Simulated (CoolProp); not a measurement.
Vapour-liquid equilibrium of p-xylene (1) + n-nonane (2) at 4.05 bar; x and y are mole fractions of (1).

Computed with CoolProp (multi-fluid Helmholtz-energy mixture model, Zhou 2012 and Lemmon 2006; pair parameters Bell 2016).

| x | bubble temperature (K) | y at the bubble point | dew temperature at overall composition x (K) | liquid density (mol/L) |
|---|---|---|---|---|
| 0.05 | 484.4 | 0.063 | 484.6 | 4.344 |
| 0.2 | 482.1 | 0.238 | 482.6 | 4.601 |
| 0.35 | 480.0 | 0.400 | 480.7 | 4.882 |
| 0.5 | 478.1 | 0.552 | 478.7 | 5.191 |
| 0.65 | 476.3 | 0.695 | 476.8 | 5.531 |
| 0.8 | 474.5 | 0.831 | 474.9 | 5.909 |
| 0.95 | 472.7 | 0.959 | 472.9 | 6.329 |

No azeotrope shows between x = 0.05 and 0.95.

The pair parameters rest on a limited set of measurements; away from them the model extrapolates.
